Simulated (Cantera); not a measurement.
A perfectly stirred reactor is fed with H2 : O2 : N2 = 1 : 1.22 : 4.59 (molar parts), equivalence ratio 0.41, at 0.320 bar; it is adiabatic with a 600 K inlet, and is followed from long to short residence time, starting on the burning branch (τ in s: 0.19, 0.087, 0.039, 0.017, 0.0078, 0.0035, 0.0016, 0.0007, 0.00031, 0.00014, 6.2e-05, 2.8e-05, 1.2e-05).

Model: the H2/O2 subset of GRI-Mech 3.0, which has no nitrogen chemistry, integrated in Cantera.

Q: Predict: blow-out, bracketed by the residence times tried; x(H2) at τ = 0.190 s; x(O2) at τ = 0.190 s; x(OH) at τ = 0.190 s; x(H) at τ = 0.190 s; x(O) at τ = 0.190 s; x(H2) at τ = 1.60 ms; x(O2) at τ = 1.60 ms; x(OH) at τ = 1.60 ms; x(H) at τ = 1.60 ms; x(O) at τ = 1.60 ms.

A: 
```json
{
 "blow_out_bracketed_by_the_residence_times_tried": "burning at 0.140 ms, out at 62.0 µs",
 "x(H2) at τ = 0.190 s": "0.000298",
 "x(O2) at τ = 0.190 s": "0.113",
 "x(OH) at τ = 0.190 s": "0.00204",
 "x(H) at τ = 0.190 s": "6.91e-5",
 "x(O) at τ = 0.190 s": "0.000423",
 "x(H2) at τ = 1.60 ms": "0.00539",
 "x(O2) at τ = 1.60 ms": "0.112",
 "x(OH) at τ = 1.60 ms": "0.00633",
 "x(H) at τ = 1.60 ms": "0.00597",
 "x(O) at τ = 1.60 ms": "0.00714"
}
```
